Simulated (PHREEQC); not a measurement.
PHREEQC input (ion-association model, wateq4f.dat):

```
SOLUTION_MASTER_SPECIES
  An  An-  0  An  62.0  # stands for a non-complexing anion
SOLUTION_SPECIES
  An- = An-
    -log_k 0
    -gamma 3.0 0
PHASES
  Fix_H+
    H+ = H+
    -log_k 0
SOLUTION 1
  temp 25
  units mmol/kgw
  pH 7 charge
  Cl 0.0001
  Pb 5e-05
  Na 5
  An 5
END
SELECTED_OUTPUT 1
  -reset false
  -pH true
  -pe true
  -ionic_strength true
  -water true
  -totals Cl Na Pb
  -molalities Hfo_wOH Hfo_wOH2+ Hfo_wO- Hfo_sOH Hfo_sOH2+ Hfo_sO- Hfo_sOPb+ Hfo_wOPb+
  -saturation_indices Pb(OH)2 Cotunnite Laurionite Halite
USER_PUNCH 1
  -headings sigma psi
  10 PUNCH EDL("sigma", "Hfo"), EDL("psi", "Hfo")
PRINT
  -reset false
USE solution 1
SURFACE 1
  Hfo_wOH 3.59551e-05 600 0.016
  Hfo_sOH 8.98876e-07
EQUILIBRIUM_PHASES 1
  Fix_H+ -4 HAn 10
    -force_equality true
  O2(g) -0.68 10
END
# ... the last block is repeated for the other 16 points of pH, with NaOH or the acid as the point needs
```

Selected output (columns that matter, 14 of 17 rows; pH added in front):

```
pH	mu	Na	Pb	m_Hfo_wOH	m_Hfo_wOH2+	m_Hfo_wO-	m_Hfo_sOH	m_Hfo_sOH2+	m_Hfo_sO-	si_Pb(OH)2	si_Cotunnite	si_Halite	sigma	psi
4	0.0051164	0.005	4.6468e-08	1.7496e-05	1.8071e-05	3.8803e-07	4.3567e-07	4.5001e-07	9.6627e-09	-7.6161	-16.763	-10.95	0.1822	0.19379
4.5	0.0050405	0.005	3.2064e-08	2.1666e-05	1.3492e-05	7.97e-07	5.3086e-07	3.3059e-07	1.9528e-08	-6.7765	-16.923	-10.949	0.13091	0.17721
5	0.0050152	0.005	9.8495e-09	2.4503e-05	1.0089e-05	1.3632e-06	5.8525e-07	2.4099e-07	3.2561e-08	-6.2893	-17.436	-10.949	0.090208	0.15826
6	0.0050029	0.005	2.0149e-10	2.7018e-05	6.2705e-06	2.6668e-06	6.3809e-07	1.4809e-07	6.2984e-08	-5.9843	-19.131	-10.949	0.037577	0.11384
6.5	0.0050015	0.005	2.447e-11	2.7391e-05	5.3541e-06	3.2101e-06	6.4677e-07	1.2642e-07	7.58e-08	-5.914	-20.061	-10.949	0.022561	0.08867
7	0.0050007	0.005	3.0091e-12	2.7536e-05	4.7989e-06	3.6197e-06	6.5019e-07	1.1331e-07	8.5469e-08	-5.8663	-21.013	-10.949	0.012635	0.062041
7.5	0.0050003	0.005	4.2015e-13	2.7587e-05	4.4505e-06	3.9174e-06	6.5139e-07	1.0509e-07	9.2498e-08	-5.8336	-21.98	-10.949	0.0059876	0.034446
8.5	0.0050037	0.0050039	2.0318e-14	2.7593e-05	3.9801e-06	4.3822e-06	6.5152e-07	9.3979e-08	1.0347e-07	-5.785	-23.931	-10.949	-0.0036337	-0.021835
9	0.0050114	0.0050118	7.4544e-15	2.7558e-05	3.7198e-06	4.6771e-06	6.507e-07	8.7832e-08	1.1044e-07	-5.7557	-24.902	-10.948	-0.0093475	-0.049707
9.5	0.0050352	0.005036	4.0172e-15	2.7458e-05	3.3672e-06	5.1295e-06	6.4835e-07	7.9506e-08	1.2112e-07	-5.7124	-25.859	-10.946	-0.01763	-0.07682
10	0.0051098	0.0051113	3.4129e-15	2.7194e-05	2.8815e-06	5.8794e-06	6.4211e-07	6.8038e-08	1.3882e-07	-5.6448	-26.792	-10.94	-0.030342	-0.10264
11	0.0060928	0.0060968	1.2121e-14	2.5019e-05	1.5236e-06	9.412e-06	5.9076e-07	3.5975e-08	2.2224e-07	-5.368	-28.521	-10.869	-0.080659	-0.14757
11.5	0.0084968	0.0085033	7.8896e-14	2.1586e-05	7.8586e-07	1.3583e-05	5.0969e-07	1.8556e-08	3.2073e-07	-5.0806	-29.245	-10.736	-0.13117	-0.16393
12	0.016418	0.016429	1.7408e-12	1.4622e-05	2.3214e-07	2.11e-05	3.4527e-07	5.4813e-09	4.9823e-07	-4.5512	-29.744	-10.478	-0.21421	-0.17219
```

Species that the database lacks are ignored.
